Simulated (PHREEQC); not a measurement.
A solution holds 0.065 mol CuCl2, 9e-05 mol HBF4 and 0.0037 mol KCl per kg of water, at 20 °C and 10 atm. Closed to the air; pH follows from the charge balance.

All values are PHREEQC results (ion-association model, phreeqc.dat), not measurements.

No solid was allowed to form.

Question: Estimate the pH, density.

Answer: pH 3.61; density 1.007 g/cm³.

Question: In which forms is Cu present?

Answer: Cu+2 91 %, CuCl+ 8.2 % of the Cu.

Complexes and solids missing from the database can't appear. Real BF4- forms and hydrolyses slowly; the run takes it at equilibrium.
